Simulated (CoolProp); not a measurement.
Vapour-liquid equilibrium of ethanol (1) + p-xylene (2) at 116.45 °C; x and y are mole fractions of (1).

The numbers come from the multi-fluid Helmholtz-energy mixture model, Schroeder 2014 and Zhou 2012; pair parameters Bell 2016 in CoolProp.

Question: Give the bubble pressure and the first vapour's composition at x = 0.2, 0.8, 0.95. Is there an azeotrope?

Answer: x = 0.2: 0.2409 MPa, y = 0.789; x = 0.8: 0.3422 MPa, y = 0.914; x = 0.95: 0.3726 MPa, y = 0.976. No azeotrope shows between x = 0.05 and 0.95.

Pair parameters are fitted to limited data, so mixtures are less certain than the pure fluids. With so large a gap from Raoult's law the liquid may split in two, which this calculation doesn't test in full.
